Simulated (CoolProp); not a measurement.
Vapour-liquid equilibrium of methanol (1) + toluene (2) at 163.15 °C; x and y are mole fractions of (1).

Values from CoolProp's multi-fluid Helmholtz-energy mixture model, de Reuck 1993 and Lemmon 2006; pair parameters Bell 2016.

```csv
x,"bubble pressure, mixture model (kPa)","bubble pressure, Raoult's law (kPa)","y, mixture model","y, Raoult's law"
0.05,618.5,443.4,0.390,0.213
0.125,886.0,557.6,0.573,0.424
0.2,1067,671.7,0.648,0.563
0.275,1193,785.9,0.690,0.661
0.35,1289,900.0,0.719,0.735
0.425,1368,1014,0.743,0.792
0.5,1438,1128,0.765,0.837
0.575,1506,1242,0.789,0.874
0.65,1574,1357,0.815,0.905
0.725,1642,1471,0.845,0.931
0.8,1711,1585,0.880,0.954
0.875,1780,1699,0.921,0.973
0.95,1846,1813,0.967,0.990
```

The largest gap from Raoult's law is +58.9 % in bubble pressure, at x = 0.125. No azeotrope shows between x = 0.05 and 0.95.

The pair parameters rest on a limited set of measurements; away from them the model extrapolates. With so large a gap from Raoult's law the liquid may split in two, which this calculation doesn't test in full.
